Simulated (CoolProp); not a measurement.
The numbers come from the reference Helmholtz-energy equation of state, de Reuck 1990 in CoolProp.

Question: Give the vapour pressure (kPa), vapour density (kg/m³), enthalpy of vaporisation (kJ/kg) of saturated fluorine at 76.7, 91.6, 126.4 K.

Answer: 
| T (K) | p (kPa) | vapour density (kg/m³) | enthalpy of vaporisation (kJ/kg) |
|---|---|---|---|
| 76.7 | 34.8 | 2.11 | 182 |
| 91.6 | 203 | 10.7 | 168 |
| 126.4 | 2300 | 116 | 114 |
